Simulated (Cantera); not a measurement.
Feed: 1 mol c-C4F8, 0.048 mol HCl, 0.21 mol H2, equilibrated at 2098 K and 3.70 mbar.

Cantera equilibrium calculation (NASA polynomials, part measured and part estimated; ideal gas, pure solids and liquids). Candidate condensed phases: C, C6H6, C7H8, C8H18; 118 gas species. The feed counts by its element totals alone. Gases not in the tables: C2F6 and larger saturated fluorocarbons. The numbers say what is thermodynamically allowed, not how fast it happens.

Base state: CF4 0.420, CF2 0.257, F 0.148, HF 0.148, Cl 0.0151, CF3 0.0115, CF 0.00109, CClF3 1.42e-5 (mole fractions); condensed: C(graphite).

### Question
What changes in the equilibrium state with this change: pressure from 3.70 mbar to 0.390 bar?

### Answer
```csv
species,before,after
CF4,0.420,0.746
HF,0.148,0.190
CF2,0.257,0.0334
F,0.148,0.00518
CF3,0.0115,0.00554
Cl,0.0151,0.0179
Cl2,7.59e-7,0.000113
CClF3,1.42e-5,0.000853
HCl,1.23e-5,0.000537
"C(graphite), mol",1.81,2.07
```

### Question
What changes in the equilibrium state with this change: temperature from 2098 K to 1725 K?

### Answer
```tsv
species	before	after
CF4	0.420	0.771
HF	0.148	0.193
Cl	0.0151	0.0195
CF2	0.257	0.0114
F	0.148	0.00338
CF3	0.0115	0.00112
CF	0.00109	3.21e-6
Cl2	7.59e-7	2.93e-5
HCl	1.23e-5	0.000162
CClF3	1.42e-5	0.000147
C(graphite), mol	1.81	2.10
```
